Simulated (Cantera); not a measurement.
What does this Cantera script print?

```python
import numpy as np
import cantera as ct

gas = ct.Solution("gri30.yaml")
gas.TPX = 1073, 19000, {'CO': 0.0015, 'O2': 0.0022, 'H2O': 0.067, 'N2': 1}
reactor = ct.IdealGasConstPressureReactor(gas, energy="off", clone=False)
net = ct.ReactorNet([reactor])
net.rtol, net.atol = 1e-08, 1e-18
show = ['CO', 'O2', 'H2O', 'O', 'OH', 'H2O2', 'H2']
times = np.geomspace(0.0002, 80, 11)

steps = ct.SolutionArray(gas, extra=["t"])
rows = []
print(f"{'t/s':>10s}{'T/K':>9s}{'P/Pa':>11s}" + "".join(f"{s:>11s}" for s in show))
for t in times:
    while net.time < t:
        t_next = net.step()
        steps.append(gas.state, t=t_next)
    rows.append([np.interp(t, steps.t, y) for y in (steps.T, steps.P, *steps(*show).X.T)])
    print(f"{t:10.3e}{rows[-1][0]:9.1f}{rows[-1][1]:11.4g}" + "".join(f"{x:11.3e}" for x in rows[-1][2:]))
rate = np.gradient(steps.T, steps.t)
print("integrator steps:", len(steps.t))
if steps.T.max() > steps.T[0] + 200:
    print(f"time of steepest temperature rise: {steps.t[rate.argmax()]:.4e} s")
gas.TPX = 1073, 19000, {'CO': 0.0015, 'O2': 0.0022, 'H2O': 0.067, 'N2': 1}
gas.equilibrate("TP")
print(f"equilibrium (TP): T = {gas.T:.1f} K  " + "  ".join(f"{s} {gas[s].X[0]:.3e}" for s in show))
```

Result:

```
       t/s      T/K       P/Pa         CO         O2        H2O          O         OH       H2O2         H2
 2.000e-04   1073.0    1.9e+04  1.401e-03  2.055e-03  6.258e-02  5.207e-13  1.398e-13  1.354e-18  3.864e-16
 7.265e-04   1073.0    1.9e+04  1.401e-03  2.055e-03  6.258e-02  1.565e-12  1.043e-12  1.747e-17  2.955e-14
 2.639e-03   1073.0    1.9e+04  1.401e-03  2.055e-03  6.258e-02  3.647e-12  7.251e-12  2.311e-16  1.901e-12
 9.586e-03   1073.0    1.9e+04  1.401e-03  2.055e-03  6.258e-02  1.422e-11  6.244e-11  4.940e-15  7.974e-11
 3.482e-02   1073.0    1.9e+04  1.401e-03  2.055e-03  6.258e-02  1.290e-09  6.786e-09  9.239e-13  1.556e-08
 1.265e-01   1073.0    1.9e+04  5.073e-04  1.787e-03  6.216e-02  1.739e-05  5.461e-05  1.123e-07  3.595e-04
 4.595e-01   1073.0    1.9e+04  3.835e-06  1.374e-03  6.257e-02  1.409e-06  1.657e-05  4.296e-08  4.209e-05
 1.669e+00   1073.0    1.9e+04  1.337e-07  1.356e-03  6.261e-02  9.437e-08  4.389e-06  4.884e-09  2.810e-06
 6.063e+00   1073.0    1.9e+04  9.181e-09  1.355e-03  6.262e-02  1.090e-08  1.504e-06  6.506e-10  2.822e-07
 2.202e+01   1073.0    1.9e+04  1.137e-09  1.355e-03  6.262e-02  1.960e-09  6.383e-07  1.221e-10  4.566e-08
 8.000e+01   1073.0    1.9e+04  2.375e-10  1.355e-03  6.262e-02  4.773e-10  3.148e-07  3.018e-11  1.068e-08
integrator steps: 1531
equilibrium (TP): T = 1073.0 K  CO 5.408e-11  O2 1.352e-03  H2O 6.262e-02  O 1.057e-10  OH 1.481e-07  H2O2 6.761e-12  H2 2.617e-09
```

Detailed kinetics in Cantera: GRI-Mech 3.0 (53 species, 325 reactions).
